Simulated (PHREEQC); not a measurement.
A solution holds 75 mmol/kgw HF, 0.1 mmol/kgw NH4HF2, 1.5 mmol/kgw H4SiO4 and 83 mmol/kgw HCl, at 25 °C. Closed to the air; pH follows from the charge balance.

Equilibrium calculation in PHREEQC: ion-association model, phreeqc.dat.

```
quantity                    before     after
------------------------  --------  --------
pH                            1.14      1.13
ionic strength (mol/kgw)    0.0885    0.0900
HF (mol/kgw)                0.0650     0.138
F- (mol/kgw)              0.000795   0.00166
HF2- (mol/kgw)            0.000198  0.000877
SI of Quartz (SiO2)          -5.59     -7.54
```

Question: What was changed between the two runs?
A) HF from 0.075 to 0.15 mol/kgw
B) NH4HF2 from 0.0001 to 0.001 mol/kgw
C) temperature from 25 to 35 °C
D) NH4HF2 replaced by (NH4)2SiF6 at the same molality
E) 0.0036 mol/kgw LiF added

Answer: A, HF from 0.075 to 0.15 mol/kgw

Precipitation was switched off in this run. SiF6-2 is the database's only silicon fluoride.
